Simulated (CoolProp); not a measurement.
Vapour-liquid equilibrium of C2F6 (R116) (1) + R143a (2) at 352 kPa; x and y are mole fractions of (1).

The numbers come from the multi-fluid Helmholtz-energy mixture model, Lemmon 2006 and Lemmon and Jacobsen 2000; pair parameters Bell 2016 in CoolProp.

```tsv
x	bubble temperature (K)	y at the bubble point	dew temperature at overall composition x (K)	liquid density (mol/L)
0.05	248.6	0.258	254.8	12.88
0.125	240.4	0.488	252.7	12.84
0.2	235.0	0.612	250.5	12.71
0.275	231.5	0.685	248.1	12.53
0.35	229.1	0.732	245.6	12.32
0.425	227.4	0.765	242.9	12.10
0.5	226.2	0.790	239.9	11.88
0.575	225.2	0.811	236.7	11.66
0.65	224.4	0.832	233.2	11.46
0.725	223.7	0.854	229.4	11.27
0.8	223.0	0.879	225.7	11.09
0.875	222.5	0.913	223.1	10.94
0.95	222.0	0.958	222.1	10.80
```

No azeotrope shows between x = 0.05 and 0.95.

Pair parameters are fitted to limited data, so mixtures are less certain than the pure fluids.
